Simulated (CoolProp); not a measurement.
o-xylene along the isotherm 620 K: fugacity coefficient from the reference equation and from simpler models built on Tc = 630.3 K, pc = 3737 kPa, ω = 0.312; each cubic takes its own stable root.

Model: reference Helmholtz-energy equation of state, Zhou 2012, in CoolProp.

| p (kPa) | phase | reference | van der Waals | Redlich-Kwong | Soave-Redlich-Kwong | Peng-Robinson |
|---|---|---|---|---|---|---|
| 187 | gas | 0.9803 | 0.9846 | 0.9822 | 0.9820 | 0.9801 |
| 374 | gas | 0.9608 | 0.9692 | 0.9645 | 0.9641 | 0.9604 |
| 561 | gas | 0.9414 | 0.9538 | 0.9469 | 0.9464 | 0.9409 |
| 747 | gas | 0.9223 | 0.9385 | 0.9295 | 0.9288 | 0.9216 |
| 934 | gas | 0.9033 | 0.9232 | 0.9120 | 0.9112 | 0.9025 |
| 1120 | gas | 0.8844 | 0.9079 | 0.8948 | 0.8938 | 0.8836 |
| 1310 | gas | 0.8653 | 0.8924 | 0.8772 | 0.8761 | 0.8644 |
| 1490 | gas | 0.8472 | 0.8776 | 0.8607 | 0.8594 | 0.8464 |
| 1680 | gas | 0.8283 | 0.8620 | 0.8432 | 0.8418 | 0.8275 |
| 1870 | gas | 0.8093 | 0.8463 | 0.8258 | 0.8242 | 0.8087 |
